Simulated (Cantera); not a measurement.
An isothermal, constant-pressure homogeneous reactor starts with CO : O2 : H2O : N2 = 0.007 : 0.038 : 0.00072 : 1 (molar parts), equivalence ratio 0.092, at 1000 K and 0.880 bar. Integrator tolerance rtol = 1e-08.

Model: GRI-Mech 3.0 (53 species, 325 reactions), integrated in Cantera.

| quantity | before | after |
|---|---|---|
| x(CO) at 2.00 s | 0.00454 (gas-phase equilibrium 2.41e-12) | 0.00322 (gas-phase equilibrium 2.60e-12) |
| x(O2) at 2.00 s | 0.0353 (gas-phase equilibrium 0.0331) | 0.0347 (gas-phase equilibrium 0.0331) |
| x(H2O) at 2.00 s | 0.000686 (gas-phase equilibrium 0.000691) | 0.000687 (gas-phase equilibrium 0.000691) |
| x(H) at 2.00 s | 2.41e-8 (gas-phase equilibrium <1e-12) | 4.29e-8 (gas-phase equilibrium <1e-12) |
| x(H2) at 2.00 s | 2.50e-6 (gas-phase equilibrium <1e-12) | 1.97e-6 (gas-phase equilibrium <1e-12) |

Question: Name the change that produced these shifts.
A) pressure from 0.880 bar to 0.760 bar
B) temperature 1000 to 850 K
C) temperature 1000 to 1398 K
D) N2 1 to 0.14 parts

Answer: A, pressure from 0.880 bar to 0.760 bar
